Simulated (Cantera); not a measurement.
Input: 1 mol Si, 0.026 mol CO2, 83 mol CO, at 1050 °C and 0.100 bar.

These are equilibrium values from Cantera (NASA tables, ideal gas, pure condensed phases), not measurements of a reactor. Candidate condensed phases: C, Si, SiC, SiO2; 20 gas species. The tables hold silica as quartz up to 1696 K and as liquid above; real silica turns to tridymite and cristobalite and melts near 1996 K. The numbers say what is thermodynamically allowed, not how fast it happens.

Base state: CO 1.000, CO2 0.000395 (mole fractions); condensed: C(graphite) + SiO2(β-quartz).

Problem. What changes in the equilibrium state with this change: pressure from 0.100 bar to 10.0 bar?

Solution. 
```json
[
 {"species": "CO", "before": "1.000", "after": "0.963"},
 {"species": "CO2", "before": "0.000395", "after": "0.0367"},
 {"species": "C(graphite), mol", "before": "2.01", "after": "4.84"},
 {"species": "SiO2(β-quartz), mol", "before": "1.000", "after": "1.00"}
]
```
